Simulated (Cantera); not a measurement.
**Stirred combustor or abatement burner**

A perfectly stirred reactor is fed with 13.5 % CH₄, 0.540 % C₂H₆, 18.1 % O₂, 67.9 % N₂, equivalence ratio 1.6, at 1.01 bar; it is adiabatic with a 773 K inlet, and is followed from long to short residence time, starting on the burning branch (τ in s: 0.11, 0.043, 0.017, 0.007, 0.0028, 0.0011, 0.00046, 0.00019, 7.6e-05, 3.1e-05, 1.2e-05, 5e-06).

Detailed kinetics in Cantera: GRI-Mech 3.0 (53 species, 325 reactions).

| τ (s) | T (K) | x CH₄ | x C₂H₆ | x O₂ | x HO₂ | x CO |
|---|---|---|---|---|---|---|
| 0.11 | 2178 | 8.42e-5 | 3.00e-8 | 4.60e-5 | 1.07e-8 | 0.0986 |
| 0.043 | 2175 | 0.000160 | 7.70e-8 | 9.86e-5 | 2.20e-8 | 0.0984 |
| 0.017 | 2172 | 0.000298 | 1.99e-7 | 0.000214 | 4.76e-8 | 0.0981 |
| 0.0070 | 2168 | 0.000528 | 5.04e-7 | 0.000456 | 1.05e-7 | 0.0975 |
| 0.0028 | 2161 | 0.000923 | 1.34e-6 | 0.000996 | 2.50e-7 | 0.0965 |
| 0.0011 | 2147 | 0.00160 | 3.75e-6 | 0.00223 | 6.54e-7 | 0.0949 |
| 0.00046 | 2118 | 0.00279 | 1.07e-5 | 0.00489 | 1.83e-6 | 0.0932 |
| 0.00019 | 2038 | 0.00617 | 4.71e-5 | 0.0130 | 7.54e-6 | 0.0904 |
| 7.6e-5 | 773 | 0.135 | 0.00540 | 0.181 | <1e-12 | <1e-12 |
| 3.1e-5 | 773 | 0.135 | 0.00540 | 0.181 | <1e-12 | <1e-12 |
| 1.2e-5 | 773 | 0.135 | 0.00540 | 0.181 | <1e-12 | <1e-12 |
| 5.0e-6 | 773 | 0.135 | 0.00540 | 0.181 | <1e-12 | <1e-12 |
x: mole fraction; the columns are a selection and need not sum to one.
